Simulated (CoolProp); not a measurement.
Properties of vinyl chloride along the isotherm 430 K (Tc = 425.0 K, pc = 5.600 MPa, ω = 0.160).

Values from CoolProp's reference Helmholtz-energy equation of state, Thol 2022.

```
p (MPa)          phase  density (kg/m³)  cp (kJ/(kg K))  cv (kJ/(kg K))  speed of sound (m/s)  Joule-Thomson coefficient (K/MPa)
-------  -------------  ---------------  --------------  --------------  --------------------  ---------------------------------
0.0266             gas           0.4657           1.091          0.9567                 255.0                              9.470
0.0414             gas           0.7254           1.091          0.9569                 254.8                              9.479
0.0644             gas            1.130           1.092          0.9572                 254.6                              9.493
0.1                gas            1.758           1.094          0.9577                 254.2                              9.515
0.156              gas            2.751           1.097          0.9584                 253.6                              9.549
0.243              gas            4.307           1.101          0.9596                 252.7                              9.604
0.379              gas            6.770           1.108          0.9614                 251.2                              9.692
0.589              gas            10.65           1.119          0.9644                 248.9                              9.832
0.918              gas            16.95           1.139          0.9694                 245.1                              10.06
1.43               gas            27.33           1.175          0.9779                 239.0                              10.46
2.23               gas            45.32           1.251          0.9935                 228.5                              11.16
3.46               gas            79.34           1.457           1.026                 210.0                              12.48
5.4                gas            179.2           3.268           1.132                 172.7                              14.39
8.4      supercritical            578.2           2.618           1.104                 302.3                              2.055
```
